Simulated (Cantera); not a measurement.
Charge: 1 mol Al, a varied amount of Br₂, equilibrated at 0.0510 bar.

These are equilibrium values from Cantera (NASA tables, ideal gas, pure condensed phases), not measurements of a reactor. Candidate condensed phases: Al, AlBr₃, Br₂; 7 gas species. Rates play no part.

Stable condensed phases, one row left out:

```
T in °C \ n(Br₂) in mol
         0.32 0.46 0.65 0.92  1.3  1.8  2.6  3.7
   1177     A    A    B    B    B    B    B    B
   1077     A    A    A    B    B    B    B    B
   1027     A    A    A    A    B    B    B    B
    977     A    A    A    A    B    B    B    B
    927     A    A    A    A    A    B    B    B
    877     A    A    A    A    A    B    B    B
    827     A    A    A    A    A    B    B    B
    777     A    A    A    A    A    B    B    B
    727     A    A    A    A    A    B    B    B
    677     A    A    A    A    A    B    B    B
    627     A    A    A    A    A    B    B    B
    577     A    A    A    A    A    B    B    B
```

A: Al; B: gas only.

Question: Give the row for 1127 °C.

Answer: 0.32: Al; 0.46: Al; 0.65: Al; 0.92: gas only; 1.3: gas only; 1.8: gas only; 2.6: gas only; 3.7: gas only.
